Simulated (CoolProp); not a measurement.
Model: reference Helmholtz-energy equation of state, Gao 2022, in CoolProp.

Q: For n-perfluorohexane, give the phase and the cp (kJ/(kg K)), Joule-Thomson coefficient (K/MPa), isothermal compressibility (1/MPa), fugacity coefficient at 374.3 K and 5.81 MPa; 374.3 K and 7.74 MPa.

A: 
- 374.3 K and 5.81 MPa: liquid; cp 1.14, Joule-Thomson coefficient -0.117, isothermal compressibility 0.00597, fugacity coefficient 0.0815
- 374.3 K and 7.74 MPa: liquid; cp 1.13, Joule-Thomson coefficient -0.151, isothermal compressibility 0.00527, fugacity coefficient 0.0704
